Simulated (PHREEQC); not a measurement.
Consider water at 37 °C with 5.9 mol HCl and 0.068 mol KCl per kg of water. Closed to the air; pH follows from the charge balance.

All values are PHREEQC results (Pitzer model, pitzer.dat), not measurements.

Task: The ionic strength comes out as 5.97 mol/kgw. What activity coefficients do Cl-, K+, H+ get?

Result: Cl- 0.63, K+ 2.3, H+ 16. Single-ion values are on the MacInnes scale.

This is a speciation only: nothing precipitates in the calculation. In brines, pH and single-ion activities rest on the MacInnes convention. Constants without temperature data keep their 25 °C values here.
